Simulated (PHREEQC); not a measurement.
Make-up at 85 °C: 0.0014 mol/kgw KH2PO4 and 0.0093 mol/kgw HF. Closed to the air; pH follows from the charge balance.

Equilibrium calculation in PHREEQC: ion-association model, phreeqc.dat.

```
Property                       Result
--------------------  ---------------
pH                               2.94
ionic strength        0.00261 mol/kgw
specific conductance       1640 µS/cm
total alkalinity         -9.30 meq/kg
```

| species | molality | activity | log γ |
|---|---|---|---|
| HF | 0.00773 | 0.00774 | 0.000 |
| F- | 0.00147 | 0.00138 | -0.028 |
| K+ | 0.00140 | 0.00131 | -0.028 |
| H+ | 0.00121 | 0.00114 | -0.026 |
| H2PO4- | 0.00109 | 0.00102 | -0.027 |
| H3PO4 | 0.000311 | 0.000311 | 0.000 |

Precipitation was switched off in this run. Away from 25 °C the constants follow the database's enthalpies or fits; those with neither stay at their 25 °C values.
